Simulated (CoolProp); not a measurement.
R1234ze(Z) along the isobar 2.16 MPa: density (kg/m³) from the reference equation and from simpler models built on Tc = 423.3 K, pc = 3.531 MPa, ω = 0.327; each cubic takes its own stable root.

The numbers come from the reference Helmholtz-energy equation of state, Akasaka 2019 in CoolProp.

| T (K) | phase | reference | Redlich-Kwong | Soave-Redlich-Kwong |
|---|---|---|---|---|
| 284.7 | liquid | 1266 | 984.1 | 1030 |
| 304.1 | liquid | 1216 | 940.4 | 988.6 |
| 323.5 | liquid | 1162 | 891.7 | 941.5 |
| 342.9 | liquid | 1103 | 836.3 | 886.8 |
| 362.3 | liquid | 1035 | 770.9 | 821.1 |
| 381.7 | liquid | 951.8 | 687.2 | 736.8 |
| 401.2 | gas | 117.0 | 107.7 | 110.5 |
| 420.6 | gas | 98.29 | 94.68 | 94.86 |
| 440 | gas | 87.25 | 85.70 | 84.94 |
